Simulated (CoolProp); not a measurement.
Properties of p-xylene along the isobar 0.101 MPa.

Computed with CoolProp (reference Helmholtz-energy equation of state, Zhou 2012).

```tsv
T (K)	phase	density (kg/m³)	speed of sound (m/s)	expansivity (1/kK)	viscosity (µPa s)	conductivity (mW/(m K))	fugacity coefficient
543.3	gas	2.414	207.2	1.946	11.6	35.1	0.9837
549.2	gas	2.386	208.4	1.921	11.7	35.7	0.9843
555.1	gas	2.359	209.6	1.896	11.8	36.4	0.9848
561	gas	2.333	210.7	1.872	12.0	37.1	0.9854
566.9	gas	2.308	211.9	1.849	12.1	37.8	0.9859
572.8	gas	2.283	213.1	1.827	12.2	38.5	0.9863
578.7	gas	2.259	214.2	1.805	12.3	39.2	0.9868
584.6	gas	2.235	215.4	1.784	12.5	39.9	0.9872
590.5	gas	2.212	216.5	1.764	12.6	40.6	0.9876
596.4	gas	2.189	217.6	1.744	12.7	41.3	0.9880
602.3	gas	2.167	218.8	1.724	12.8	42.0	0.9884
608.2	gas	2.145	219.9	1.705	12.9	42.7	0.9887
614.1	gas	2.123	221.0	1.687	13.1	43.4	0.9891
620	gas	2.103	222.1	1.669	13.2	44.2	0.9894
```

Viscosity comes from a separate model (Balogun 2015). Thermal conductivity comes from a separate model (Mylona 2014).
